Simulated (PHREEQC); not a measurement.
Consider water at 25 °C with 0.029 mol/kgw HF, 0.0001 mol/kgw KF and 0.00096 mol/kgw H2SiF6. It is in equilibrium with CO2 at log p = -3.4 (atm). Otherwise closed; pH follows from the charge balance.

The numbers come from PHREEQC with the ion-association model, wateq4f.dat.

```
quantity                    before     after
------------------------  --------  --------
pH                            2.30      2.82
ionic strength (mol/kgw)   0.00645    0.0121
HF (mol/kgw)                0.0226    0.0176
F- (mol/kgw)               0.00329   0.00867
H2F2 (mol/kgw)             0.00133  0.000812
HF2- (mol/kgw)            0.000285  0.000588
```

Problem. Which change was made?
(A) HF left out
(B) 0.0094 mol/kgw KOH added
(C) H2SiF6 left out
(D) H2SiF6 replaced by H4SiO4 at the same molality
(E) diluted 5-fold with water

Solution. B, 0.0094 mol/kgw KOH added

This is a speciation only: nothing precipitates in the calculation. wateq4f.dat counts part of the HF as a dimer, H2F2, which phreeqc.dat doesn't know; its constant is uncertain. SiF6-2 is the database's only silicon fluoride.
